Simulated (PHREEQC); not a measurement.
**Polishing slurry liquid**

Make-up at 25 °C: 15 mmol/kgw K2CO3 and 0.099 mmol/kgw CO2. Closed to the air; pH follows from the charge balance.

All values are PHREEQC results (ion-association model, wateq4f.dat), not measurements.

Each row changes one thing in this solution. No solid was allowed to form.

```csv
case,pH,ionic strength (mol/kgw),CO3-2 (mol/kgw),HCO3- (mol/kgw),CO2 (mol/kgw)
as made,11.04,0.0436,0.0136,0.00154,2.61e-8
CO2 replaced by NH4HCO3 at the same molality,11.04,0.0436,0.0136,0.00154,2.60e-8
CO2 from 9.9e-05 to 0.00099 mol/kgw,10.78,0.0433,0.0133,0.00272,8.33e-8
K2CO3 from 0.015 to 0.003 mol/kgw,10.70,0.00835,0.00235,0.000753,3.06e-8
K2CO3 from 0.015 to 0.15 mol/kgw,11.41,0.446,0.146,0.00415,2.32e-8
CO2 left out,11.07,0.0436,0.0136,0.00144,2.27e-8
CO2 from 9.9e-05 to 1.98e-05 mol/kgw,11.06,0.0436,0.0136,0.00146,2.33e-8
CO2 from 9.9e-05 to 0.000495 mol/kgw,10.92,0.0435,0.0135,0.00201,4.47e-8
K2CO3 replaced by (NH4)2CO3 at the same molality,9.21,0.0181,0.00151,0.0136,1.66e-5
```

Species that the database lacks are ignored.
